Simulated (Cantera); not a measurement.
Charge: 1 mol HMDSO, 0.27 mol O2, 0.19 mol H2, equilibrated at 2148 K.

Equilibrium computed with Cantera from the NASA thermochemical tables; the gas is ideal and each condensed phase is pure. Candidate condensed phases: C, C6H6, C7H8, C8H18, H2O, Si, SiC, SiO2; 123 gas species. The feed counts by its element totals alone. Gases not in the tables: Si2H6 and higher silanes. Kinetics and transport are ignored.

log p: log10 of the partial pressure in bar; n: condensed amount in mol.

```csv
P (Pa),log p H2,log p H,log p CO,log p Si,n C(graphite),n SiC(s)
5,-4.70,-4.73,-5.31,-5.24,4.13,0
26,-3.81,-4.29,-4.52,-4.70,3.47,0.773
140,-2.98,-3.87,-3.73,-4.70,2.63,1.78
710,(withheld),(withheld),(withheld),-4.70,2.50,1.94
3700,(withheld),(withheld),(withheld),-4.70,2.47,1.97
19000,-0.79,-2.78,-1.57,-4.70,2.46,1.98
100000,-0.07,-2.42,-0.85,-4.70,2.46,1.98
```

Question: What belongs in the gaps?

Answer: 
- 710, log p H2: -2.24
- 710, log p H: -3.50
- 710, log p CO: -3.01
- 3700, log p H2: -1.51
- 3700, log p H: -3.13
- 3700, log p CO: -2.29
